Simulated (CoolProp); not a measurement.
Computed with CoolProp (reference Helmholtz-energy equation of state, Polt 1992). This equation is an older, rougher fit; its heat capacities, sound speeds and derivatives of the liquid may be far off and weren't checked against measurements.

Q: Give the vapour pressure (MPa), liquid density (kg/m³), vapour density (kg/m³), enthalpy of vaporisation (kJ/kg) of saturated cyclopropane at 75.75, 98.85 °C.

A: 
| T (°C) | p (MPa) | liquid density (kg/m³) | vapour density (kg/m³) | enthalpy of vaporisation (kJ/kg) |
|---|---|---|---|---|
| 75.75 | 2.33 | 527 | 47.3 | 309 |
| 98.85 | 3.58 | 468 | 80.5 | 241 |
